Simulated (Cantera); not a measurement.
# Equilibrium for silicon etching in halogen gases: Si + Cl2 + N2 + F2

A closed system holds: 1 mol Si, 1.7 mol Cl2, 1 mol N2, 2.1 mol F2, at 0.0133 bar.

Cantera equilibrium calculation (NASA polynomials, part measured and part estimated; ideal gas, pure solids and liquids). Candidate condensed phases: Si, Si3N4; 24 gas species. Rates play no part.

```
T (K)    x Cl   x Cl2   x N2  x SiF4    x ClF      x F     x F2    x SiF3
-----  ------  ------  -----  ------  -------  -------  -------  --------
1273   0.0521   0.385  0.256   0.256   0.0485  0.00272  1.44e-7    <1e-12
1323   0.0795   0.366  0.252   0.252   0.0461  0.00429  1.97e-7    <1e-12
1373    0.116   0.340  0.247   0.247   0.0430  0.00644  2.56e-7  4.90e-12
1423    0.163   0.308  0.241   0.241   0.0389  0.00924  3.16e-7  2.17e-11
1473    0.218   0.270  0.233   0.233   0.0339   0.0127  3.67e-7  8.81e-11
1523    0.280   0.227  0.224   0.224   0.0283   0.0165  4.00e-7  3.33e-10
1573    0.345   0.182  0.215   0.215   0.0225   0.0205  4.05e-7   1.19e-9
1623    0.406   0.139  0.206   0.206   0.0170   0.0243  3.83e-7   4.03e-9
1673    0.460   0.102  0.199   0.199   0.0123   0.0275  3.40e-7   1.32e-8
1723    0.503  0.0721  0.193   0.193  0.00850   0.0301  2.86e-7   4.17e-8
```
x: gas mole fraction; nothing condenses.

From 1273 K to 1723 K nothing is condensed. The main Si-bearing gas is SiF4 throughout.
